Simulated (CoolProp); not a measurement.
Values from CoolProp's reference Helmholtz-energy equation of state, Zhou 2012.

### Question
Give the vapour pressure (bar), enthalpy of vaporisation (kJ/kg), liquid conductivity (mW/(m K)) of saturated p-xylene at 243.35, 292.95 °C.

### Answer
```json
[
 {"T (°C)": "243.35", "p (bar)": "8.90", "enthalpy of vaporisation (kJ/kg)": "256", "liquid conductivity (mW/(m K))": "83.2"},
 {"T (°C)": "292.95", "p (bar)": "18.5", "enthalpy of vaporisation (kJ/kg)": "194", "liquid conductivity (mW/(m K))": "78.8"}
]
```

Thermal conductivity comes from a separate model (Mylona 2014).
